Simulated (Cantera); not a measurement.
## Dilute partial oxidation

An isothermal, constant-pressure homogeneous reactor starts with 2.14 % CH₃OH, 0.661 % O₂, 97.2 % N₂, equivalence ratio 4.9, at 1073 K and 1.00 bar.

Cantera simulation using GRI-Mech 3.0 (53 species, 325 reactions); the numbers are that mechanism's predictions, not measurements. GRI-Mech 3.0 was tuned for natural gas; its chemistry of methanol as a main component is partial and can be far from experiment.

```
t (s)      x CH₃OH     x O₂     x HO₂     x H₂O    x CH₂O
--------  --------  -------  --------  --------  --------
1.00e-6     0.0214  0.00661    <1e-12  1.03e-11  1.45e-12
3.73e-6     0.0214  0.00661  1.65e-11  5.20e-11  3.31e-11
1.39e-5     0.0214  0.00661  1.98e-10  2.31e-10  3.36e-10
5.18e-5     0.0214  0.00661  9.95e-10  9.09e-10   1.63e-9
0.000193    0.0214  0.00661   4.19e-9   3.44e-9   6.79e-9
0.000720    0.0214  0.00661   1.77e-8   1.29e-8   2.83e-8
0.00268     0.0214  0.00661   7.17e-8   4.82e-8   1.14e-7
0.0100      0.0214  0.00661   2.71e-7   1.87e-7   4.59e-7
0.0373      0.0214  0.00661   9.80e-7   1.12e-6   2.62e-6
0.139       0.0213  0.00658   6.20e-6   4.47e-5   8.32e-5
0.518      2.55e-5  6.49e-7  2.26e-10    0.0126   2.78e-5
1.93       9.54e-7  5.59e-7  2.51e-11    0.0126   1.04e-6
7.20      7.41e-10  4.48e-7  1.11e-11    0.0126   1.13e-9
26.8      4.49e-12  2.60e-7  4.32e-12    0.0126  3.14e-10
100       2.54e-12  7.46e-8    <1e-12    0.0125  3.04e-10
```
x: mole fraction; the columns are a selection and need not sum to one.

Equilibrium at this temperature and pressure: CH₃OH <1e-12, O₂ <1e-12, HO₂ <1e-12, H₂O 0.00832, CH₂O 2.79e-10 (gas phase only).
